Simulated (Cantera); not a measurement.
A freely propagating, adiabatic, planar premixed flame of 7.11 % C₂H₄, 15.2 % O₂, 74.6 % N₂, 3.06 % H₂O, equivalence ratio 1.4, unburnt at 348 K and 0.987 atm; multicomponent transport, grid criteria slope 0.08 and curve 0.16, no radiation.

Cantera simulation using GRI-Mech 3.0 (53 species, 325 reactions); the numbers are that mechanism's predictions, not measurements. GRI-Mech 3.0 was tuned for natural gas; its chemistry of ethylene as a main component is partial and can be far from experiment. Burning velocities carry a grid error of a few per cent, more on coarse grids.

x: mole fraction of selected species; z is measured from the peak of heat release.

```
z (mm)   T (K)  u (m/s)    x C₂H₄      x O₂   x H₂O    x NO₂       x H      x OH
-------  -----  -------  --------  --------  ------  -------  --------  --------
-1.10      348    0.559    0.0710     0.152  0.0305    <1e-8     <1e-8     <1e-8
-0.731     349    0.561    0.0709     0.152  0.0305    <1e-8     <1e-8     <1e-8
-0.549     352    0.567    0.0707     0.151  0.0307    <1e-8     <1e-8     <1e-8
-0.366     [?]    0.627    0.0698     0.148  0.0332  5.27e-8     <1e-8   2.97e-8
-0.183     [?]     1.18    0.0583     0.122  0.0548  4.20e-7   6.36e-6   2.26e-5
-0.0914    [?]     1.84    0.0385    0.0889  0.0792  1.44e-7  0.000270  0.000186
0          [?]     2.49    0.0159    0.0522   0.103  1.99e-8   0.00144  0.000505
0.0914    1681     2.91   0.00351    0.0263   0.118    <1e-8   0.00335   0.00100
0.183     1799     3.11  0.000414    0.0120   0.125    <1e-8   0.00529   0.00158
0.366     1868     3.22   2.28e-6   0.00249   0.126    <1e-8   0.00726   0.00205
0.731     1893     3.25     <1e-8  0.000463   0.122    <1e-8   0.00713   0.00187
1.46      1912     3.28     <1e-8  0.000239   0.122    <1e-8   0.00577   0.00152
2.93      1930     3.30     <1e-8  0.000124   0.123    <1e-8   0.00411   0.00112
```

Problem. Some entries are withheld; supply them.

Solution. 
- -0.366, T (K): 386
- -0.183, T (K): 713
- -0.0914, T (K): 1093
- 0, T (K): 1451
